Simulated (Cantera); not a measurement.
Feed: 1 mol B₂O₃, 0.16 mol O₂, equilibrated at 4.20 mbar.

These are equilibrium values from Cantera (NASA tables, ideal gas, pure condensed phases), not measurements of a reactor. Candidate condensed phases: B, B₂O₃; 10 gas species. Equilibrium is a limit: real reactors are often held back by kinetics, nucleation or transport.

x: gas mole fraction; n: condensed amount in mol.

```tsv
T (K)	x O₂	x B₂O₃	x BO₂	x O	x BO	x B₂O₂	n B₂O₃(l)
1223	1.000	4.58e-6	1.68e-6	[?]	<1e-12	<1e-12	1.000
1273	1.000	2.07e-5	6.03e-6	[?]	1.33e-12	<1e-12	1.000
1323	1.000	8.28e-5	1.96e-5	[?]	1.17e-11	<1e-12	1.000
1373	1.000	0.000298	5.82e-5	[?]	8.75e-11	<1e-12	1.000
1423	0.999	0.000977	0.000160	[?]	5.66e-10	<1e-12	1.000
1473	0.997	0.00294	0.000410	[?]	3.22e-9	2.96e-12	0.999
1523	0.991	0.00821	0.000983	[?]	1.63e-8	2.30e-11	0.999
1573	0.976	0.0214	0.00222	[?]	7.43e-8	1.57e-10	0.996
1623	0.943	0.0523	0.00475	[?]	3.10e-7	9.55e-10	0.991
1673	0.869	0.121	0.00955	[?]	1.20e-6	5.34e-9	0.977
1723	0.715	0.266	0.0179	[?]	4.41e-6	2.86e-8	0.939
```

Question: Some entries are withheld; supply them.

Answer: 
- 1223, x O: 6.23e-7
- 1273, x O: 1.66e-6
- 1323, x O: 4.10e-6
- 1373, x O: 9.51e-6
- 1423, x O: 2.08e-5
- 1473, x O: 4.30e-5
- 1523, x O: 8.47e-5
- 1573, x O: 0.000159
- 1623, x O: 0.000285
- 1673, x O: 0.000481
- 1723, x O: 0.000742
